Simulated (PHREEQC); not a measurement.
A solution holds 0.24 mol TMAH and 0.027 mol K3PO4 per kg of water, at 25 °C. Closed to the air; pH follows from the charge balance.

The numbers come from PHREEQC with the ion-association model, phreeqc.dat.

| quantity | before | after |
|---|---|---|
| pH | 13.19 | 13.18 |
| ionic strength (mol/kgw) | 0.401 | 0.562 |
| HPO4-2 (mol/kgw) | 0.000420 | 0.000705 |
| H2PO4- (mol/kgw) | 1.43e-10 | 2.28e-10 |

Problem. Which change was made?
(A) K3PO4 from 0.027 to 0.054 mol/kgw
(B) TMAH replaced by (CH3)4NCl at the same molality
(C) K3PO4 replaced by H3PO4 at the same molality
(D) temperature from 25 to 30 °C
(E) TMAH replaced by (CH3)4NF at the same molality

Solution. A, K3PO4 from 0.027 to 0.054 mol/kgw

No solid was allowed to form. (CH3)4N+ isn't in the database: it is added as a free cation with an ion size of 4 Å.
